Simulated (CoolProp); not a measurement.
Vapour-liquid equilibrium of propane (1) + isohexane (2) at 0.00764 MPa; x and y are mole fractions of (1).

Values from CoolProp's multi-fluid Helmholtz-energy mixture model, Lemmon 2009 and Lemmon 2006; pair parameters Bell 2016.

| x | bubble temperature (K) | y at the bubble point | dew temperature at overall composition x (K) | liquid density (mol/L) |
|---|---|---|---|---|
| 0.05 | 235.4 | 0.887 | 269.1 | 8.340 |
| 0.125 | 217.2 | 0.976 | 267.6 | 8.806 |
| 0.2 | 208.6 | 0.990 | 265.9 | 9.197 |
| 0.275 | 203.4 | 0.994 | 264.1 | 9.575 |
| 0.35 | 199.6 | 0.997 | 262.2 | 9.959 |
| 0.425 | 196.8 | 0.998 | 260.1 | 10.36 |
| 0.5 | 194.5 | 0.998 | 257.7 | 10.77 |
| 0.575 | 192.7 | 0.999 | 255.0 | 11.21 |
| 0.65 | 191.1 | 0.999 | 251.9 | 11.68 |
| 0.725 | 189.7 | 0.999 | 248.1 | 12.17 |
| 0.8 | 188.4 | 1.000 | 243.4 | 12.70 |
| 0.875 | 187.2 | 1.000 | 236.7 | 13.27 |
| 0.95 | 186.1 | 1.000 | 225.1 | 13.88 |

No azeotrope shows between x = 0.05 and 0.95.

Pair parameters are fitted to limited data, so mixtures are less certain than the pure fluids.
